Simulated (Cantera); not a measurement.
## Nitride etching: Si3N4 + HCl + N2

Feed: 1 mol Si3N4, 2.2 mol HCl, 0.82 mol N2, at 2.90e-5 bar.

Method: chemical equilibrium by Gibbs-energy minimisation in Cantera with the NASA 1993 tables (ideal gas, pure condensed phases). Candidate condensed phases: NH4Cl, Si, Si3N4; 28 gas species. The tables' values for SiCl3 are old estimates; treat these amounts as uncertain. Equilibrium is a limit: real reactors are often held back by kinetics, nucleation or transport.

```tsv
T (K)	log p HCl	log p N2	log p H2	log p SiCl2	log p SiCl4	log p SiCl3	log p SiHCl3	n Si3N4(s)
773	-4.91	-5.02	-5.33	-12.19	-5.63	-9.99	-9.25	0.921
848	-4.89	-5.02	-5.37	-10.51	-5.67	-9.02	-8.94	0.927
923	-4.87	-5.03	-5.40	-9.10	-5.70	-8.20	-8.68	0.932
998	-4.85	-5.03	-5.42	-7.92	-5.73	-7.52	-8.46	0.935
1073	-4.85	-5.03	-5.44	-6.91	-5.78	-6.95	-8.29	0.935
1148	-4.86	-5.03	-5.45	-6.10	-5.93	-6.54	-8.22	0.921
1223	-4.93	-5.01	-5.39	-5.56	-6.42	-6.44	-8.39	0.872
1298	-5.07	-4.99	-5.29	-5.32	-7.30	-6.70	-8.86	0.805
```
log p: log10 of the partial pressure in bar; n: condensed amount in mol.

From 773 K to 1298 K the condensed part is Si3N4(s). The main Si-bearing gas is SiCl4 at 773 K and SiCl2 at 1298 K.
